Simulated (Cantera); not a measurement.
# Adiabatic ignition

An adiabatic, constant-pressure homogeneous reactor starts with 2.78 % CH4, 0.806 % C2H6, 1.08 % C3H8, 20.0 % O2, 75.3 % N2, at 1025 K and 0.405 atm.

Cantera simulation using GRI-Mech 3.0 (53 species, 325 reactions); the numbers are that mechanism's predictions, not measurements. GRI-Mech 3.0 was tuned for natural gas; its chemistry of propane as a main component is partial and can be far from experiment.

```tsv
t (s)	T (K)	x CH4	x C2H6	x C3H8	x CO2	x H2O
2.00e-6	1025	0.0278	0.00806	0.0108	<1e-12	<1e-12
6.21e-6	1025	0.0278	0.00806	0.0108	<1e-12	1.25e-12
1.93e-5	1025	0.0278	0.00806	0.0108	<1e-12	2.48e-11
5.99e-5	1025	0.0278	0.00806	0.0108	<1e-12	1.81e-10
0.000186	1025	0.0278	0.00806	0.0108	<1e-12	9.50e-10
0.000578	1025	0.0278	0.00806	0.0108	<1e-12	6.08e-9
0.00179	1025	0.0278	0.00806	0.0108	<1e-12	5.53e-8
0.00557	1025	0.0278	0.00806	0.0108	2.41e-11	7.66e-7
0.0173	1025	0.0278	0.00805	0.0108	1.74e-9	1.91e-5
0.0537	1028	0.0276	0.00771	0.0103	3.62e-7	0.000792
0.167	2329	<1e-12	<1e-12	<1e-12	0.0686	0.114
0.518	2324	<1e-12	<1e-12	<1e-12	0.0687	0.114
1.61	2324	<1e-12	<1e-12	<1e-12	0.0687	0.114
5.00	2324	<1e-12	<1e-12	<1e-12	0.0687	0.114
```
x: mole fraction; the columns are a selection and need not sum to one.

```
Property                                                           Value
---------------------------------  -------------------------------------
time of steepest temperature rise                                87.6 ms
temperature at 5.00 s                                             2324 K
equilibrium temperature                                           2324 K
x(CH4) at 5.00 s                   <1e-12 (gas-phase equilibrium <1e-12)
x(C2H6) at 5.00 s                  <1e-12 (gas-phase equilibrium <1e-12)
x(C3H8) at 5.00 s                  <1e-12 (gas-phase equilibrium <1e-12)
```
